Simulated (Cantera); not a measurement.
A Cantera script and what it prints.

```python
import numpy as np
import cantera as ct

gas_names = """
    CL CL2 H HCL H2 Si SiCL SiCL2 SiCL3 SiCL4 SiH SiHCL3 SiH2 SiH2CL2 SiH3 SiH3CL SiH4 Si2 Si3
""".split()
cond_names = """
    Si(cr) Si(L)
""".split()


# ... load() reads the species with a 1 bar reference pressure and builds the phases ...
atoms = {
    'SiCl4': {'Si': 1, 'CL': 4},
    'Cl2': {'CL': 2},
    'H2': {'H': 2},
}
top_T = {}  # K; cautious upper limits of use, not melting points


# ... equilibrate(T, P, feed) seeds the gas with the atoms and calls Mixture.equilibrate('TP', solver="vcs", rtol=1e-11, max_steps=5000) ...
results = []
feed = {'SiCl4': 1, 'Cl2': 0.75, 'H2': 12}  # mol
P = 190000  # Pa
for T in [950, 1000, 1050, 1100, 1150, 1200, 1250, 1300]:
    mix = equilibrate(T, P, feed)
    results.append((T, P, feed, dict(zip(mix.species_names, mix.species_moles))))

top = {s: max(r[3][s] / sum(r[3][g] for g in gas_names) for r in results) for s in gas_names}
cols = sorted((s for s in top if top[s] > 0.0001), key=lambda s: -top[s])[:7]
seen = [c for c in cond_names if any(r[3].get(c, 0) > 1e-12 for r in results)]
print("log10 of partial pressures in bar; condensed amounts in mol")
print(f"{'T/K':>10s}" + "".join(f"{s[:9]:>10s}" for s in cols + seen))
for T, P, feed, n in results:
    ng = sum(n[g] for g in gas_names)
    print(f"{T:10.4g}" + "".join(f"{np.log10(max(n[s] / ng * P / 1e5, 1e-99)):10.3f}" for s in cols)
          + "".join(f"{n.get(c, 0):10.4g}" for c in seen))
```

Result:

```
log10 of partial pressures in bar; condensed amounts in mol
       T/K        H2       HCL     SiCL4    SiHCL3     SiCL3     SiCL2   SiH2CL2
       950     0.190    -0.674    -0.874    -2.348    -4.497    -6.597    -4.816
      1000     0.190    -0.669    -0.882    -2.175    -4.029    -5.792    -4.435
      1050     0.189    -0.663    -0.892    -2.023    -3.611    -5.073    -4.098
      1100     0.188    -0.656    -0.905    -1.892    -3.239    -4.430    -3.802
      1150     0.186    -0.646    -0.921    -1.781    -2.907    -3.854    -3.542
      1200     0.185    -0.635    -0.942    -1.688    -2.613    -3.340    -3.317
      1250     0.183    -0.620    -0.970    -1.616    -2.354    -2.884    -3.128
      1300     0.180    -0.602    -1.006    -1.565    -2.132    -2.485    -2.975
```

Equilibrium computed with Cantera from the NASA thermochemical tables; the gas is ideal and each condensed phase is pure. The tables' values for SiCl3 are old estimates; treat these amounts as uncertain.
